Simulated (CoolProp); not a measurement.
Ethylbenzene along the isobar 192 bar: fugacity coefficient from the reference equation and from simpler models built on Tc = 344.0 °C, pc = 36.22 bar, ω = 0.304; each cubic takes its own stable root.

The numbers come from the reference Helmholtz-energy equation of state, Zhou 2012 in CoolProp.

| T (°C) | phase | reference |
|---|---|---|
| -5.65 | liquid | 2.515e-5 |
| 11.45 | liquid | 7.794e-5 |
| 28.45 | liquid | 0.0002064 |
| 45.55 | liquid | 0.0004850 |
| 62.55 | liquid | 0.001022 |
| 79.65 | liquid | 0.001980 |
| 96.75 | liquid | 0.003558 |
| 113.75 | liquid | 0.005979 |
| 130.85 | liquid | 0.009536 |
| 147.85 | liquid | 0.01446 |
| 164.95 | liquid | 0.02108 |
| 181.95 | liquid | 0.02956 |
| 199.05 | liquid | 0.04021 |
| 216.15 | liquid | 0.05316 |
| 233.15 | liquid | 0.06839 |
| 250.25 | liquid | 0.08615 |

Question: How far does each simpler model (van der Waals, Redlich-Kwong, Soave-Redlich-Kwong, Peng-Robinson) lie from the reference over these 16 states: mean and median of the absolute difference, and the worst?

Answer: 
- van der Waals: mean 5547.4 %, median 917.3 %, worst +42047.1 % at -5.65 °C and 192 bar
- Redlich-Kwong: mean 181.2 %, median 132.2 %, worst +509.9 % at -5.65 °C and 192 bar
- Soave-Redlich-Kwong: mean 11.2 %, median 11.0 %, worst +14.9 % at -5.65 °C and 192 bar
- Peng-Robinson: mean 3.6 %, median 1.0 %, worst +17.8 % at -5.65 °C and 192 bar
